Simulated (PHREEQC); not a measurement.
Buffer (model solution)

Consider water at 70 °C with 2.2 mmol/kgw H3BO3 and 11 mmol/kgw K2HPO4. Closed to the air; pH follows from the charge balance.

Computed with PHREEQC (ion-association model, phreeqc.dat).

```yaml
pH: 8.23
ionic_strength: 0.0321 mol/kgw
specific_conductance: 4990 µS/cm
total_alkalinity: 11.0 meq/kg
```

```json
[
 {"species": "K+", "molality": "0.0218", "activity": "0.0180", "log γ": "-0.082"},
 {"species": "HPO4-2", "molality": "0.0103", "activity": "0.00508", "log γ": "-0.307"},
 {"species": "H3BO3", "molality": "0.00177", "activity": "0.00179", "log γ": "0.003"},
 {"species": "H2PO4-", "molality": "0.000463", "activity": "0.000389", "log γ": "-0.075"},
 {"species": "H2BO3-", "molality": "0.000426", "activity": "0.000355", "log γ": "-0.079"},
 {"species": "KHPO4-", "molality": "0.000213", "activity": "0.000179", "log γ": "-0.075"},
 {"species": "OH-", "molality": "3.30e-5", "activity": "2.73e-5", "log γ": "-0.083"},
 {"species": "PO4-3", "molality": "4.49e-6", "activity": "8.46e-7", "log γ": "-0.725"},
 {"species": "H+", "molality": "6.87e-9", "activity": "5.92e-9", "log γ": "-0.065"}
]
```

This is a speciation only: nothing precipitates in the calculation. Constants without temperature data keep their 25 °C values here.
